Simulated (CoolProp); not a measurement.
Vapour-liquid equilibrium of acetone (1) + n-dodecane (2) at 155.05 °C; x and y are mole fractions of (1).

Computed with CoolProp (multi-fluid Helmholtz-energy mixture model, Lemmon 2006 and Lemmon 2004; pair parameters Bell 2016).

| x | bubble pressure (bar) | y at the bubble point | dew pressure at overall composition x (bar) | liquid density (mol/L) |
|---|---|---|---|---|
| 0.05 | 0.7679 | 0.767 | 0.1904 | 3.941 |
| 0.125 | 1.876 | 0.907 | 0.2067 | 4.172 |
| 0.2 | 3.123 | 0.945 | 0.2262 | 4.423 |
| 0.275 | 4.359 | 0.961 | 0.2496 | 4.699 |
| 0.35 | 5.478 | 0.970 | 0.2784 | 5.002 |
| 0.425 | 6.431 | 0.975 | 0.3145 | 5.339 |
| 0.5 | 7.227 | 0.978 | 0.3614 | 5.716 |
| 0.575 | 7.911 | 0.981 | 0.4244 | 6.143 |
| 0.65 | 8.546 | 0.983 | 0.5141 | 6.632 |
| 0.725 | 9.199 | 0.986 | 0.6518 | 7.201 |
| 0.8 | 9.931 | 0.989 | 0.8909 | 7.874 |
| 0.875 | 10.79 | 0.992 | 1.410 | 8.687 |
| 0.95 | 11.82 | 0.997 | 3.426 | 9.694 |

No azeotrope shows between x = 0.05 and 0.95.

The pair parameters rest on a limited set of measurements; away from them the model extrapolates. The gap from Raoult's law changes sign with composition, which may be real or a fault of the pair parameters; it wasn't checked against measurements.
